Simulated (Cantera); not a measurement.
An isothermal plug-flow reactor at 625 K and 1.01 bar (inlet), inlet velocity 3.8 m/s, active area per volume 3900 1/m; feed 2.04 % H₂, 17.3 % O₂, 80.6 % N₂, equivalence ratio 0.059.

Detailed kinetics in Cantera: Deutschmann's 1995 Pt surface mechanism with GRI-Mech 3.0 gas chemistry. Catalytic surfaces can have several steady states; this one follows from the mechanism file's or the stated starting coverage. Mass transfer to the wall is taken as infinitely fast.

One state of this run: x H₂ = 0.00680; x O₂ = 0.168; x H₂O = 0.0137; θ free Pt = 0.0681; θ O* = 0.921; θ OH* = 0.0112. x: gas mole fraction; θ: surface coverage.

### Question
Which value of z (m) does it belong to?
A. 0.0025
B. 0.00032
C. 0.00019
D. 4.2e-05

### Answer
B, 0.00032
